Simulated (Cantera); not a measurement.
Dilute partial oxidation

An isothermal, constant-pressure homogeneous reactor starts with 0.415 % CH4, 0.810 % O2, 98.8 % N2, at 1275 K and 1000000 Pa.

Detailed kinetics in Cantera: GRI-Mech 3.0 (53 species, 325 reactions).

```tsv
t (s)	x CH4	x O2	x NO	x C2H6	x H2O
0.000600	0.00415	0.00810	<1e-12	1.30e-9	4.78e-8
0.00294	0.00415	0.00810	<1e-12	2.47e-7	1.07e-6
0.0144	0.00413	0.00809	<1e-12	4.35e-6	1.25e-5
0.0707	0.00369	0.00780	2.53e-12	8.09e-5	0.000382
0.346	<1e-12	2.73e-7	1.29e-7	<1e-12	0.00809
1.70	<1e-12	3.47e-8	1.26e-7	<1e-12	0.00808
8.32	<1e-12	5.47e-9	1.23e-7	<1e-12	0.00808
40.8	<1e-12	1.13e-10	1.18e-7	<1e-12	0.00808
200	<1e-12	<1e-12	9.68e-8	<1e-12	0.00808
```
x: mole fraction; the columns are a selection and need not sum to one.

Equilibrium at this temperature and pressure: CH4 <1e-12, O2 <1e-12, NO 5.38e-10, C2H6 <1e-12, H2O 0.00808 (gas phase only).
